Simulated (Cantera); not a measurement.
A closed system holds: 1 mol PbO, 0.073 mol O2, 1 mol N2, held at 1398.15 K and 1.00 bar.

Cantera equilibrium calculation (NASA polynomials, part measured and part estimated; ideal gas, pure solids and liquids). Candidate condensed phases: Pb, PbO, PbO2, Pb3O4; 12 gas species. Gases not in the tables: (PbO)n polymers. Kinetics and transport are ignored.

Base state: N2 0.930, O2 0.0677, PbO 0.00218, NO 0.000442, Pb 1.98e-5 (mole fractions); condensed: PbO(l).

Question: What changes in the equilibrium state with this change: temperature from 1398.15 K to 600 K?

Answer: 
| species | before | after |
|---|---|---|
| N2 | 0.930 | 0.949 |
| O2 | 0.0677 | 0.0514 |
| NO | 0.000442 | 1.12e-8 |
| PbO | 0.00218 | <1e-9 |
| Pb | 1.98e-5 | <1e-9 |
| PbO(l), mol | 0.998 | 0 |
| PbO(red), mol | 0 | 0.887 |
| Pb3O4(s), mol | 0 | 0.0376 |
